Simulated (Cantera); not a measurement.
## Low-pressure radical oxidation in H2/O2

An isothermal, constant-pressure homogeneous reactor starts with 23.7 % H₂, 76.3 % O₂, equivalence ratio 0.15, at 900 K and 3.75 Torr.

Cantera simulation using GRI-Mech 3.0 (53 species, 325 reactions); the numbers are that mechanism's predictions, not measurements. Radical loss at walls, strong at low pressure, is not modelled. Below about 950 K walls govern HO2 and H2O2 in real vessels. The temperature is held fixed by assumption; the heat of reaction is taken as removed at once.

```
t (s)         x H₂   x O₂    x H₂O₂     x HO₂       x H
--------  --------  -----  --------  --------  --------
0.000500     0.237  0.763    <1e-12  1.57e-11  1.62e-11
0.00130      0.237  0.763    <1e-12  4.13e-11  6.34e-11
0.00337      0.237  0.763    <1e-12  1.18e-10  7.85e-10
0.00877      0.237  0.763  1.42e-12   5.66e-9   3.30e-7
0.0228      0.0733  0.697   1.15e-7   6.24e-6    0.0852
0.0592     0.00501  0.719   1.70e-7   9.31e-6    0.0154
0.154     0.000498  0.731   1.76e-7   5.66e-6  0.000251
0.399      6.03e-5  0.731   1.04e-7   1.68e-6   7.12e-6
1.04       8.24e-6  0.732   4.86e-8   3.81e-7   4.20e-7
2.69       1.14e-6  0.732   2.19e-8   8.72e-8   3.73e-8
7.00       1.87e-7  0.732   1.02e-8   2.32e-8   4.65e-9
```
x: mole fraction; the columns are a selection and need not sum to one.

Equilibrium at this temperature and pressure: H₂ 1.43e-11, O₂ 0.732, H₂O₂ 1.10e-11, HO₂ 1.75e-10, H <1e-12 (gas phase only).
